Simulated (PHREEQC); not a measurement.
Acid rinse or clean: an equilibrium model

Solution (25 °C): 0.0035 mol HNO3, 0.014 mol CaCl2 and 0.00045 mol CuCl2 per kg of water. Closed to the air; pH follows from the charge balance.

The numbers come from PHREEQC with the ion-association model, phreeqc.dat.

Each row changes one thing in this solution. Precipitation was switched off in this run.

| case | pH | CuCl+ (mol/kgw) | CuOH+ (mol/kgw) |
|---|---|---|---|
| as made | 2.52 | 1.65e-5 | 8.63e-10 |
| 0.00033 mol/kgw NaHCO3 added | 2.57 | 1.65e-5 | 9.53e-10 |
| diluted 5-fold with water | 3.19 | 9.45e-7 | 1.05e-9 |
| diluted 2-fold with water | 2.81 | 4.92e-6 | 9.51e-10 |
| CuCl2 from 0.00045 to 4.5e-05 mol/kgw | 2.52 | (withheld) | 8.67e-11 |
| diluted 100-fold with water | 4.47 | 3.17e-9 | 1.22e-9 |
| CaCl2 from 0.014 to 0.0014 mol/kgw | (withheld) | 3.05e-6 | 1.06e-9 |

### Question
Fill in the missing entries.

### Answer

- CuCl2 from 0.00045 to 4.5e-05 mol/kgw, CuCl+ (mol/kgw): 1.61e-6
- CaCl2 from 0.014 to 0.0014 mol/kgw, pH: 2.49

Complexes and solids missing from the database can't appear.
